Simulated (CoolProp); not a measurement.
Vapour-liquid equilibrium of hydrogen chloride (1) + n-butane (2) at 244 K; x and y are mole fractions of (1).

Model: multi-fluid Helmholtz-energy mixture model, Thol 2018 and Bücker 2006; pair parameters Bell 2016, in CoolProp.

```
x     bubble pressure (MPa)  y at the bubble point  dew pressure at overall composition x (MPa)  liquid density (mol/L)
----  ---------------------  ---------------------  -------------------------------------------  ----------------------
0.05                 0.1378                  0.788                                      0.03097                   11.23
0.15                 0.3442                  0.918                                      0.03463                   12.05
0.25                 0.5140                  0.947                                      0.03925                   12.96
0.35                 0.6385                  0.959                                      0.04528                   14.00
0.45                 0.7246                  0.965                                      0.05349                   15.20
0.55                 0.7865                  0.970                                      0.06531                   16.60
0.65                 0.8392                  0.973                                      0.08380                   18.27
0.75                 0.8953                  0.978                                       0.1169                   20.32
0.85                 0.9647                  0.984                                       0.1931                   22.88
0.95                  1.055                  0.994                                       0.5439                   26.21
```

No azeotrope shows between x = 0.05 and 0.95.

The pair parameters rest on a limited set of measurements; away from them the model extrapolates. With so large a gap from Raoult's law the liquid may split in two, which this calculation doesn't test in full.
